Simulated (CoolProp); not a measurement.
Methane along the isobar 20 MPa: density (kg/m³) from the reference equation and from simpler models built on Tc = -82.6 °C, pc = 4.599 MPa, ω = 0.011; each cubic takes its own stable root.

Model: reference Helmholtz-energy equation of state, Setzmann 1991, in CoolProp.

```json
[
 {"T (°C)": "-105.35", "phase": "liquid", "reference": "364.6"},
 {"T (°C)": "-70.95", "phase": "supercritical", "reference": "310.1"},
 {"T (°C)": "-36.55", "phase": "supercritical", "reference": "247.5"},
 {"T (°C)": "-2.25", "phase": "supercritical", "reference": "189.8"},
 {"T (°C)": "32.15", "phase": "supercritical", "reference": "150.3"},
 {"T (°C)": "66.55", "phase": "supercritical", "reference": "125.2"},
 {"T (°C)": "100.95", "phase": "supercritical", "reference": "108.1"},
 {"T (°C)": "135.35", "phase": "supercritical", "reference": "95.82"},
 {"T (°C)": "169.75", "phase": "supercritical", "reference": "86.40"}
]
```

**Question.** How far does each simpler model (van der Waals, Peng-Robinson) lie from the reference over these 9 states: mean and median of the absolute difference, and the worst?

**Answer.** 
- van der Waals: mean 9.5 %, median 4.4 %, worst -26.0 % at -105.35 °C and 20 MPa
- Peng-Robinson: mean 3.7 %, median 2.2 %, worst +10.5 % at -105.35 °C and 20 MPa
